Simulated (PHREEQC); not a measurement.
Dissolve 0.0096 mol/kgw NaBF4, 0.0024 mol/kgw Cu(BF4)2 and 0.00013 mol/kgw H2SiF6 at 40 °C. Closed to the air; pH follows from the charge balance.

Equilibrium calculation in PHREEQC: ion-association model, wateq4f.dat.

No solid was allowed to form.

Question: Estimate the pH, ionic strength.

Answer: pH 2.91; ionic strength 0.0182 mol/kgw.

Question: In which forms is B present?

Answer: BF4- 79 %, H3BO3 10 %, BF3OH- 7.4 %, BF2(OH)2- 3.3 % of the B.

Species that the database lacks are ignored. At this temperature some constants are extrapolated from 25 °C, and those without enthalpy data are left unchanged. SiF6-2 is the database's only silicon fluoride. Real BF4- forms and hydrolyses slowly; the run takes it at equilibrium.
